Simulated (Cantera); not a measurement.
A freely propagating, adiabatic, planar premixed flame of CH₄ : H₂ : O₂ : N₂ : CO₂ = 1 : 0.24 : 2.59 : 9.72 : 0.38 (molar parts), unburnt at 325 K and 1.48 atm; mixture-averaged transport, grid criteria slope 0.08 and curve 0.16, no radiation.

Model: GRI-Mech 3.0 (53 species, 325 reactions), integrated in Cantera. Burning velocities carry a grid error of a few per cent, more on coarse grids.

### Question
Predict: laminar burning velocity; thermal thickness; peak x(CH₂); peak x(HCN); peak x(H).

### Answer
| Item | Result |
|---|---|
| laminar burning velocity | 26.2 cm/s |
| thermal thickness | 0.402 mm |
| peak x(CH₂) | 1.38e-5 |
| peak x(HCN) | 4.47e-7 |
| peak x(H) | 0.00209 |
